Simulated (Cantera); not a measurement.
What does this Cantera script print?

```python
import numpy as np
import cantera as ct

gas_names = """
    ALCL O3 AL2O ALCL3 AL CL2 O2
""".split()
cond_names = """
    ALCL3(s) ALCL3(L)
""".split()


# ... load() reads the species with a 1 bar reference pressure and builds the phases ...
species = {s.name: s for s in load("nasa_gas.yaml", gas_names) + load("nasa_condensed.yaml", cond_names)}
# Each term lists the table entries of one substance; the one whose range holds T is used.
reactions = {
    '9 AlCl(g) + O3(g) = 3 Al2O(g) + 3 AlCl3':
        [(-9, ['ALCL']), (-1, ['O3']), (3, ['AL2O']), (3, ['ALCL3(s)', 'ALCL3(L)'])],
    '2 AlCl3(g) = 2 Al(g) + 3 Cl2(g)':
        [(-2, ['ALCL3']), (2, ['AL']), (3, ['CL2'])],
    '4 Al(g) + O2(g) = 2 Al2O(g)':
        [(-4, ['AL']), (-1, ['O2']), (2, ['AL2O'])],
}


def pick(names, T):
    return next(species[n] for n in names if species[n].thermo.min_temp <= T <= species[n].thermo.max_temp)


results = []
for label, terms in reactions.items():
    print(label)
    print("     T/K   dH/kJ  dS/(J/K)   dG/kJ   log10 K")
    for T in [300, 373, 398, 423, 448, 473, 498, 523, 548]:
        used = [(nu, pick(names, T)) for nu, names in terms]
        dH = sum(nu * s.thermo.h(T) for nu, s in used) / 1e6
        dS = sum(nu * s.thermo.s(T) for nu, s in used) / 1e3
        dG = dH - T * dS / 1e3
        logK = -dG * 1e6 / (ct.gas_constant * T * np.log(10))
        results.append((label, T, dH, dS, dG, logK, [s.name for _, s in used]))
        print(f"{T:8g} {dH:8.1f} {dS:8.1f} {dG:8.1f} {logK:8.2f}")
```

It prints:

```
9 AlCl(g) + O3(g) = 3 Al2O(g) + 3 AlCl3
     T/K   dH/kJ  dS/(J/K)   dG/kJ   log10 K
     300  -2231.0  -1205.3  -1869.4   325.48
     373  -2224.7  -1186.7  -1782.1   249.55
     398  -2222.3  -1180.4  -1752.5   230.00
     423  -2219.7  -1174.2  -1723.0   212.77
     448  -2217.1  -1168.1  -1693.8   197.48
     473  -2107.8   -933.3  -1666.3   184.01
     498  -2103.4   -924.4  -1643.1   172.34
     523  -2099.2   -916.0  -1620.1   161.80
     548  -2094.9   -908.1  -1597.3   152.25
2 AlCl3(g) = 2 Al(g) + 3 Cl2(g)
     T/K   dH/kJ  dS/(J/K)   dG/kJ   log10 K
     300   1828.6    369.3   1717.8  -299.09
     373   1828.5    369.1   1690.8  -236.78
     398   1828.4    368.9   1681.6  -220.69
     423   1828.3    368.6   1672.4  -206.51
     448   1828.2    368.3   1663.2  -193.91
     473   1828.0    368.0   1654.0  -182.65
     498   1827.9    367.7   1644.8  -172.51
     523   1827.7    367.4   1635.6  -163.35
     548   1827.5    367.1   1626.4  -155.02
4 Al(g) + O2(g) = 2 Al2O(g)
     T/K   dH/kJ  dS/(J/K)   dG/kJ   log10 K
     300  -1609.2   -358.8  -1501.6   261.44
     373  -1609.8   -360.5  -1475.3   206.59
     398  -1609.9   -360.9  -1466.3   192.43
     423  -1610.0   -361.1  -1457.2   179.95
     448  -1610.1   -361.3  -1448.2   168.85
     473  -1610.1   -361.4  -1439.2   158.93
     498  -1610.2   -361.5  -1430.1   150.00
     523  -1610.2   -361.5  -1421.1   141.93
     548  -1610.2   -361.5  -1412.1   134.59
```

Standard-state values (1 bar) from the NASA 1993 polynomials, evaluated with Cantera. Condensed species are held in their standard states even where they would react or evaporate.
